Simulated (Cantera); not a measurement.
**Equilibrium for abatement and gas-phase synthesis: SF6 + O2 + N2**

Input: 1 mol SF6, 0.025 mol O2, 6.5 mol N2, equilibrated at 0.0900 Torr.

Equilibrium computed with Cantera from the NASA thermochemical tables; the gas is ideal and each condensed phase is pure. Candidate condensed phases: S; 63 gas species. Ions and electrons are included (thermal ionisation). The numbers say what is thermodynamically allowed, not how fast it happens.

| T (K) | x N | x N2 | x F | x S | x S2 |
|---|---|---|---|---|---|
| 2000 | 5.77e-8 | 0.491 | 0.449 | 0.0365 | 0.0158 |
| 2500 | 1.85e-5 | 0.480 | 0.443 | 0.0721 | 0.000325 |
| 3000 | 0.000880 | 0.479 | 0.443 | 0.0737 | 1.02e-5 |
| 3500 | 0.0139 | 0.469 | 0.440 | 0.0733 | 8.17e-7 |
| 4000 | 0.103 | 0.403 | 0.420 | 0.0699 | 1.12e-7 |
| 4500 | 0.372 | 0.204 | 0.360 | 0.0593 | 1.85e-8 |
| 5000 | 0.594 | 0.0386 | 0.310 | 0.0488 | 3.85e-9 |
x: gas mole fraction; nothing condenses.

From 2000 K to 5000 K nothing is condensed.
